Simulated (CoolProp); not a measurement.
Vapour-liquid equilibrium of m-xylene (1) + o-xylene (2) at 0.00446 MPa; x and y are mole fractions of (1).

The numbers come from the multi-fluid Helmholtz-energy mixture model, Zhou 2012 and Zhou 2012; pair parameters Bell 2016 in CoolProp.

| x | bubble temperature (K) | y at the bubble point | dew temperature at overall composition x (K) | liquid density (mol/L) |
|---|---|---|---|---|
| 0.05 | 328.6 | 0.059 | 328.6 | 8.000 |
| 0.2 | 327.9 | 0.233 | 328.0 | 7.981 |
| 0.35 | 327.2 | 0.397 | 327.4 | 7.963 |
| 0.5 | 326.6 | 0.551 | 326.8 | 7.945 |
| 0.65 | 325.9 | 0.695 | 326.1 | 7.926 |
| 0.8 | 325.3 | 0.829 | 325.5 | 7.907 |
| 0.95 | 324.8 | 0.958 | 324.8 | 7.889 |

No azeotrope shows between x = 0.05 and 0.95.

The pair parameters rest on a limited set of measurements; away from them the model extrapolates.
